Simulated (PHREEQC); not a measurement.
NaF is added in steps, without added water, to 1 kg of water holding 0.02 mol/kgw HNO3, 0.0013 mol/kgw K2SO4 and 4.9e-05 mol/kgw KH2PO4, at 25 °C. Oxygen alone is held at its pressure in air (log pO2 = -0.68). CO2 from the air is kept out. Only these solids could form: Mirabilite.

Base run: PHREEQC, ion-association model, wateq4f.dat. Each further column changes one thing. The table gives HSO4- (mol/kgw).

```tsv
NaF added (mol)	base	all activity coefficients set to 1	Debye-Hückel limiting law	metal-ligand complexes left out	database phreeqc.dat
0	0.000674	0.000840	0.000623	0.000677	0.000674
0.0025	0.000629	0.000796	0.000578	0.000634	0.000629
0.005	0.000579	0.000746	0.000529	0.000587	0.000580
0.0075	0.000524	0.000687	0.000476	0.000533	0.000524
0.00875	0.000494	0.000654	0.000447	0.000504	0.000495
0.01125	0.000430	0.000580	0.000387	0.000441	0.000432
0.01375	0.000363	0.000497	0.000324	0.000374	0.000365
0.01625	0.000295	0.000407	0.000262	0.000306	0.000298
0.01875	0.000231	0.000319	0.000206	0.000242	0.000237
0.02125	0.000179	0.000244	0.000159	0.000188	0.000185
0.0225	0.000158	0.000213	0.000140	0.000166	0.000164
0.025	0.000124	0.000165	0.000110	0.000131	0.000130
0.0275	9.91e-5	0.000131	8.79e-5	0.000105	0.000105
0.03	8.15e-5	0.000107	7.21e-5	8.70e-5	8.69e-5
```

wateq4f.dat counts part of the HF as a dimer, H2F2, which phreeqc.dat doesn't know; its constant is uncertain. H3PO4, which wateq4f.dat lacks, is added to it with the constant of phreeqc.dat.  phreeqc.dat and wateq4f.dat share most of their constants, so their agreement is no independent check.
